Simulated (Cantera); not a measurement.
Input: 1 mol Pb, 0.54 mol CO, 54 mol H2, at 1.90 mbar.

Equilibrium computed with Cantera from the NASA thermochemical tables; the gas is ideal and each condensed phase is pure. Candidate condensed phases: C, C6H6, C7H8, C8H18, H2O, Pb, PbO, PbO2, Pb3O4; 113 gas species. Rates play no part.

x: gas mole fraction; n: condensed amount in mol.

| T (K) | x H2 | x Pb | x CO | x CH4 | x H2O | n Pb(l) |
|---|---|---|---|---|---|---|
| 923 | 0.989 | 0.00133 | 0.00978 | 0.000112 | 0.000110 | 0.927 |
| 973 | 0.985 | [?] | 0.00980 | [?] | [?] | [?] |
| 1023 | 0.976 | [?] | 0.00974 | [?] | [?] | [?] |
| 1073 | 0.972 | 0.0180 | 0.00971 | 1.39e-5 | 1.38e-5 | 0 |
| 1123 | 0.972 | 0.0180 | 0.00971 | 7.94e-6 | 7.87e-6 | 0 |
| 1173 | 0.972 | 0.0180 | 0.00972 | 4.74e-6 | 4.70e-6 | 0 |
| 1223 | 0.972 | 0.0180 | 0.00972 | 2.95e-6 | 2.93e-6 | 0 |
| 1273 | 0.972 | 0.0180 | 0.00972 | 1.90e-6 | 1.90e-6 | 0 |

Q: What belongs in the gaps?

A: 
- 1023, x Pb: 0.0140
- 1023, x CH4: 2.61e-5
- 1023, x H2O: 2.57e-5
- 1023, n Pb(l): 0.224
- 973, x Pb: 0.00460
- 973, x CH4: 5.24e-5
- 973, x H2O: 5.16e-5
- 973, n Pb(l): 0.748
